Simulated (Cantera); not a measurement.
An adiabatic, constant-pressure homogeneous reactor starts with CH₄ : O₂ : N₂ = 1 : 1.3 : 26.8 (molar parts), equivalence ratio 1.5, at 1600 K and 1.01 bar.

Computed with Cantera and GRI-Mech 3.0 (53 species, 325 reactions).

**Question.** Predict: time of steepest temperature rise; temperature at 6.00 s; equilibrium temperature; x(O₂) at 6.00 s; x(CO₂) at 6.00 s.

**Answer.** 
* **time of steepest temperature rise**: 2.14 ms
* **temperature at 6.00 s**: 1999 K
* **equilibrium temperature**: 1999 K
* **x(O₂) at 6.00 s**: 2.94e-7 (gas-phase equilibrium 2.94e-7)
* **x(CO₂) at 6.00 s**: 0.00982 (gas-phase equilibrium 0.00982)
